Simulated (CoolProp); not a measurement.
Aqueous calcium chloride as a coolant, 23 % by mass, freezing at -24.1 °C, 1 atm.

Computed with CoolProp (Melinder's fits for secondary coolants).

```json
[
 {"T (°C)": "-18.3", "cp (kJ/(kg K))": "2.875", "density (kg/m³)": "1221", "conductivity (W/(m K))": "0.516", "Prandtl number": "37.0"},
 {"T (°C)": "-9", "cp (kJ/(kg K))": "2.908", "density (kg/m³)": "(withheld)", "conductivity (W/(m K))": "(withheld)", "Prandtl number": "26.5"},
 {"T (°C)": "0.4", "cp (kJ/(kg K))": "2.939", "density (kg/m³)": "(withheld)", "conductivity (W/(m K))": "0.543", "Prandtl number": "19.7"},
 {"T (°C)": "9.8", "cp (kJ/(kg K))": "2.966", "density (kg/m³)": "1213", "conductivity (W/(m K))": "0.556", "Prandtl number": "15.1"},
 {"T (°C)": "19.2", "cp (kJ/(kg K))": "2.991", "density (kg/m³)": "(withheld)", "conductivity (W/(m K))": "0.569", "Prandtl number": "11.9"},
 {"T (°C)": "28.5", "cp (kJ/(kg K))": "3.013", "density (kg/m³)": "1205", "conductivity (W/(m K))": "(withheld)", "Prandtl number": "(withheld)"},
 {"T (°C)": "37.9", "cp (kJ/(kg K))": "3.032", "density (kg/m³)": "1199", "conductivity (W/(m K))": "0.596", "Prandtl number": "(withheld)"}
]
```

Q: Complete the blanks.

A: 
- -9, density (kg/m³): 1218
- -9, conductivity (W/(m K)): 0.529
- 0.4, density (kg/m³): 1216
- 19.2, density (kg/m³): 1210
- 28.5, conductivity (W/(m K)): 0.583
- 28.5, Prandtl number: 9.69
- 37.9, Prandtl number: 7.98
